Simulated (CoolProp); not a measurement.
A single-stage vapour-compression cycle with R22: evaporating at 194.15 K (dew point), condensing at 248.15 K (bubble point), superheat 2 K, subcooling 2 K, compressor efficiency 0.9, no pressure losses. Each further row changes one setting.

Values from CoolProp's reference Helmholtz-energy equation of state, Kamei 1995.

```json
[
 {"case": "as stated", "cooling COP": "2.60", "pressure ratio": "18.1", "discharge temperature (K)": "326.9", "refrigerating effect (kJ/kg)": "201", "volumetric capacity (kJ/m³)": "120"},
 {"case": "evaporating temperature 199.15 K", "cooling COP": "3.02", "pressure ratio": "12.8", "discharge temperature (K)": "316.3", "refrigerating effect (kJ/kg)": "204", "volumetric capacity (kJ/m³)": "167"},
 {"case": "condensing temperature 243.15 K", "cooling COP": "…", "pressure ratio": "14.7", "discharge temperature (K)": "316.6", "refrigerating effect (kJ/kg)": "207", "volumetric capacity (kJ/m³)": "123"},
 {"case": "subcooling 7 K", "cooling COP": "2.67", "pressure ratio": "18.1", "discharge temperature (K)": "326.9", "refrigerating effect (kJ/kg)": "207", "volumetric capacity (kJ/m³)": "123"},
 {"case": "superheat 12 K", "cooling COP": "2.55", "pressure ratio": "18.1", "discharge temperature (K)": "339.6", "refrigerating effect (kJ/kg)": "206", "volumetric capacity (kJ/m³)": "…"},
 {"case": "compressor efficiency 0.8", "cooling COP": "2.31", "pressure ratio": "18.1", "discharge temperature (K)": "…", "refrigerating effect (kJ/kg)": "201", "volumetric capacity (kJ/m³)": "120"}
]
```

Problem. What belongs in the gaps?

Solution. 
- condensing temperature 243.15 K, cooling COP: 2.93
- superheat 12 K, volumetric capacity (kJ/m³): 117
- compressor efficiency 0.8, discharge temperature (K): 340.6
